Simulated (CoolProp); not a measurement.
n-octane along the isobar 8.69 bar: fugacity coefficient from the reference equation and from simpler models built on Tc = 568.7 K, pc = 24.84 bar, ω = 0.398; each cubic takes its own stable root.

The numbers come from the reference Helmholtz-energy equation of state, Beckmüller 2019 in CoolProp.

```csv
T (K),phase,reference,Redlich-Kwong,Peng-Robinson
537.1,gas,0.8479,0.8622,0.8448
547.5,gas,0.8580,0.8696,0.8542
557.8,gas,0.8672,0.8764,0.8630
568.2,gas,0.8757,0.8828,0.8712
578.5,gas,0.8834,0.8888,0.8787
588.9,gas,0.8906,0.8944,0.8859
599.3,gas,0.8973,0.8997,0.8926
609.6,gas,0.9034,0.9046,0.8988
620,gas,0.9091,0.9092,0.9046
```
